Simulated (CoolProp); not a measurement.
Properties of fluoroethane (R161) along the isotherm 405.6 K (Tc = 375.2 K, pc = 5.010 MPa, ω = 0.216).

Values from CoolProp's reference Helmholtz-energy equation of state, Wu 2012.

| p (MPa) | phase | Z | cp (kJ/(kg K)) | expansivity (1/kK) |
|---|---|---|---|---|
| 0.0158 | gas | 0.9991 | (withheld) | 2.472 |
| 0.0232 | gas | 0.9987 | 1.563 | 2.476 |
| 0.0341 | gas | 0.9981 | 1.564 | 2.481 |
| 0.05 | gas | 0.9973 | 1.565 | 2.488 |
| 0.0734 | gas | 0.9960 | 1.566 | 2.498 |
| 0.108 | gas | 0.9941 | 1.569 | 2.514 |
| 0.158 | gas | 0.9913 | 1.572 | 2.537 |
| 0.232 | gas | 0.9872 | 1.578 | 2.571 |
| 0.341 | gas | 0.9812 | 1.586 | 2.623 |
| 0.5 | gas | 0.9723 | 1.598 | 2.702 |
| 0.734 | gas | 0.9590 | 1.617 | (withheld) |
| 1.08 | gas | 0.9391 | 1.648 | 3.024 |
| 1.58 | gas | 0.9096 | 1.700 | (withheld) |
| 2.32 | gas | 0.8640 | 1.794 | (withheld) |
| 3.41 | gas | 0.7916 | 1.991 | 5.240 |
| 5 | gas | (withheld) | 2.542 | (withheld) |

Question: Complete the blanks.

Answer: 
- 0.0158, cp (kJ/(kg K)): 1.562
- 0.734, expansivity (1/kK): 2.825
- 1.58, expansivity (1/kK): 3.354
- 2.32, expansivity (1/kK): 3.959
- 5, Z: 0.6704
- 5, expansivity (1/kK): 8.872
